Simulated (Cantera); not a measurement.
A Cantera script and what it prints.

```python
import numpy as np
import cantera as ct

gas_names = [...]  # 109 gases of nasa_gas.yaml made of C, Cl, H, Si
cond_names = """
    C(gr) C6H6(L) C7H8(L) C8H18(L),n-octa Si(cr) Si(L) SiC(b)
""".split()


# ... load() reads the species with a 1 bar reference pressure and builds the phases ...
atoms = {
    'CH3SiCl3': {'C': 1, 'H': 3, 'Si': 1, 'CL': 3},
    'C2H2': {'C': 2, 'H': 2},
    'H2': {'H': 2},
}
top_T = {'C(gr)': 4500, 'SiC(b)': 3050}  # K; cautious upper limits of use, not melting points


# ... equilibrate(T, P, feed) seeds the gas with the atoms and calls Mixture.equilibrate('TP', solver="vcs", rtol=1e-11, max_steps=5000) ...
results = []
feed = {'CH3SiCl3': 1, 'C2H2': 0.72, 'H2': 26}  # mol
T = 1798.15  # K
P = 1700  # Pa
mix = equilibrate(T, P, feed)
results.append((T, P, feed, dict(zip(mix.species_names, mix.species_moles))))
x = sorted(zip(gas.X, gas.species_names), reverse=True)
print(f"T = {T:g} K  P = {P:g} Pa  gas = {mix.phase_moles(0):.4g} mol")
print("   x: " + "  ".join(f"{s} {v:.3e}" for v, s in x if v > 0.001))
print("   condensed (mol): " + ("  ".join(f"{mix.phase(i).name} {mix.phase_moles(i):.4g}"
      for i in range(1, mix.n_phases) if mix.phase_moles(i) > 1e-12) or "none"))
```

Output:

```
T = 1798.15 K  P = 1700 Pa  gas = 29.76 mol
   x: H2 8.973e-01  HCL 9.895e-02  H 2.561e-03
   condensed (mol): C(gr) 1.455  SiC(b) 0.9755
```

Equilibrium computed with Cantera from the NASA thermochemical tables; the gas is ideal and each condensed phase is pure. The feed counts by its element totals alone.
